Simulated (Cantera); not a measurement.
## Gas activation for diamond growth

A perfectly stirred reactor is fed with CH₄ : H₂ : CO₂ = 0.015 : 1 : 0.0025 (molar parts), at 0.306 atm; it is held at 2250 K, and followed from long to short residence time.

Computed with Cantera and GRI-Mech 3.0 (53 species, 325 reactions). GRI-Mech 3.0 stops at C3 and has no aromatics, soot or wall deposition, so with more carbon than oxygen in the feed, carbon stays in small species such as C2H2 where larger ones or solid carbon would form.

```json
[
 {"τ (s)": "0.68", "x CH₄": "0.000281", "x H₂": "0.976", "x CO₂": "4.50e-7", "x O₂": "<1e-12", "x CH₃": "7.15e-5"},
 {"τ (s)": "0.36", "x CH₄": "0.000375", "x H₂": "0.976", "x CO₂": "8.32e-7", "x O₂": "<1e-12", "x CH₃": "9.50e-5"},
 {"τ (s)": "0.19", "x CH₄": "0.000507", "x H₂": "0.976", "x CO₂": "1.53e-6", "x O₂": "1.41e-12", "x CH₃": "0.000127"},
 {"τ (s)": "0.099", "x CH₄": "0.000694", "x H₂": "0.976", "x CO₂": "2.81e-6", "x O₂": "3.57e-12", "x CH₃": "0.000173"},
 {"τ (s)": "0.052", "x CH₄": "0.000951", "x H₂": "0.975", "x CO₂": "5.11e-6", "x O₂": "7.52e-12", "x CH₃": "0.000233"},
 {"τ (s)": "0.027", "x CH₄": "0.00132", "x H₂": "0.975", "x CO₂": "9.49e-6", "x O₂": "1.33e-11", "x CH₃": "0.000317"},
 {"τ (s)": "0.014", "x CH₄": "0.00184", "x H₂": "0.975", "x CO₂": "1.80e-5", "x O₂": "1.93e-11", "x CH₃": "0.000430"},
 {"τ (s)": "0.0076", "x CH₄": "0.00251", "x H₂": "0.975", "x CO₂": "3.32e-5", "x O₂": "2.34e-11", "x CH₃": "0.000569"},
 {"τ (s)": "0.0040", "x CH₄": "0.00347", "x H₂": "0.975", "x CO₂": "6.41e-5", "x O₂": "2.51e-11", "x CH₃": "0.000755"},
 {"τ (s)": "0.0021", "x CH₄": "0.00477", "x H₂": "0.975", "x CO₂": "0.000125", "x O₂": "2.40e-11", "x CH₃": "0.000981"},
 {"τ (s)": "0.0011", "x CH₄": "0.00644", "x H₂": "0.974", "x CO₂": "0.000243", "x O₂": "2.04e-11", "x CH₃": "0.00123"}
]
```
x: mole fraction; the columns are a selection and need not sum to one.
